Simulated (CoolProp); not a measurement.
Vapour-liquid equilibrium of isohexane (1) + benzene (2) at 0.767 MPa; x and y are mole fractions of (1).

Model: multi-fluid Helmholtz-energy mixture model, Lemmon 2006 and Thol 2012; pair parameters Bell 2016, in CoolProp.

Task: Give the bubble temperature and the first vapour's composition at x = 0.05, 0.8, 0.95. Is there an azeotrope?

Result: x = 0.05: 161.1 °C, y = 0.092; x = 0.8: 143.3 °C, y = 0.827; x = 0.95: 141.9 °C, y = 0.956. No azeotrope shows between x = 0.05 and 0.95.

Pair parameters are fitted to limited data, so mixtures are less certain than the pure fluids.
